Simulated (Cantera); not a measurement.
# Sublimation and decomposition of ceramics: SiO2 + C + N2

Feed: 1 mol SiO2, 0.11 mol C, 0.2 mol N2, at 1525 K and 7.20 bar.

Cantera equilibrium calculation (NASA polynomials, part measured and part estimated; ideal gas, pure solids and liquids). Candidate condensed phases: C, Si, SiC, SiO2, Si2N2O, Si3N4; 34 gas species. Mutual solubility and eutectic melting of coexisting phases are not modelled. The tables hold silica as quartz up to 1696 K and as liquid above; real silica turns to tridymite and cristobalite and melts near 1996 K. Rates play no part.

```
Property                              Result
--------------------------------  ----------
x(N2)                                  0.856
x(CO)                                  0.144
x(CO2)                               7.94e-5
n(C(graphite))                    0.0782 mol
n(SiO2(β-quartz))                  0.979 mol
n(Si2N2O(s))                      0.0106 mol
gas amount                        0.2212 mol
log10 activity of Si(s) (absent)       -5.08
```
